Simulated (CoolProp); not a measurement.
A single-stage vapour-compression cycle with the fluid: evaporating at 229.15 K (dew point), condensing at 270.15 K (bubble point), superheat 0 K, subcooling 2 K, compressor efficiency 0.85, no pressure losses. The same conditions are run with several fluids, on thermodynamics alone (safety and materials aside).

Values from CoolProp's reference Helmholtz-energy equation of state of each fluid (CH3F (R41): Lemmon 2006; R404A: Lemmon 2003; R143a: Lemmon and Jacobsen 2000; R13: Platzer 1990; dimethyl ether: Wu 2011; R407C: Lemmon 2003). The equations of Platzer and Polt are older, rougher fits. Blends and air are pseudo-pure fits.

```
fluid           cooling COP  pressure ratio  discharge temperature (K)  refrigerating effect (kJ/kg)  volumetric capacity (kJ/m³)
--------------  -----------  --------------  -------------------------  ----------------------------  ---------------------------
CH3F (R41)             3.81            3.81                      322.1                           343                         3410
R404A                  3.89            5.10                      285.6                           148                          867
R143a                  4.00            4.78                      287.6                           170                          933
R13                    3.55            3.49                      287.3                          86.8                         2850
dimethyl ether         4.18            5.93                      303.8                           399                          398
R407C                  3.40            7.39                      309.3                           192                          626
```
